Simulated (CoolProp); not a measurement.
Vapour-liquid equilibrium of nitrogen (1) + oxygen (2) at 71.8 K; x and y are mole fractions of (1).

Computed with CoolProp (multi-fluid Helmholtz-energy mixture model, Span 2000 and Schmidt 1985; pair parameters Gernert 2013).

```
x     bubble pressure (kPa)  y at the bubble point  dew pressure at overall composition x (kPa)  liquid density (mol/L)
----  ---------------------  ---------------------  -------------------------------------------  ----------------------
0.05                  11.27                  0.273                                        9.001                   37.91
0.2                   18.32                  0.617                                        10.42                   36.48
0.35                  24.51                  0.761                                        12.35                   35.10
0.5                   30.31                  0.846                                        15.14                   33.78
0.65                  36.03                  0.906                                        19.48                   32.49
0.8                   41.83                  0.952                                        26.91                   31.25
0.95                  47.80                  0.989                                        41.54                   30.05
```

No azeotrope shows between x = 0.05 and 0.95.

Pair parameters are fitted to limited data, so mixtures are less certain than the pure fluids.
